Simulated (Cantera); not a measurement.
# Catalytic combustion on Pt

An isothermal plug-flow reactor at 825 K and 1200 Torr (inlet), inlet velocity 0.19 m/s, active area per volume 4700 1/m; feed CH4 : O2 : N2 = 0.003 : 0.019 : 0.79 (molar parts), equivalence ratio 0.32.

Cantera simulation using Deutschmann's 1995 Pt surface mechanism with GRI-Mech 3.0 gas chemistry; the numbers are that mechanism's predictions, not measurements. Catalytic surfaces can have several steady states; this one follows from the mechanism file's or the stated starting coverage. Mass transfer to the wall is taken as infinitely fast.

```
z (m)       x CH4    x O2     x H2O     x CO2     x CO  θ free Pt   θ O*     θ OH*
-------  --------  ------  --------  --------  -------  ---------  -----  --------
0.00022   0.00357  0.0231  0.000252  0.000125  6.83e-7     0.0731  0.926  0.000497
0.00048   0.00342  0.0229  0.000540  0.000269  6.56e-7     0.0733  0.926  0.000723
0.001     0.00315  0.0223   0.00109  0.000543  6.06e-7     0.0738  0.925   0.00103
0.0022    0.00259  0.0212   0.00222   0.00111  5.00e-7     0.0749  0.924   0.00147
0.0048    0.00165  0.0193   0.00409   0.00204  3.23e-7     0.0769  0.921   0.00202
0.01     0.000629  0.0173   0.00613   0.00306  1.25e-7     0.0795  0.918   0.00251
0.022     5.87e-5  0.0161   0.00727   0.00364  1.17e-8     0.0811  0.916   0.00276
```
x: gas mole fraction; θ: surface coverage.
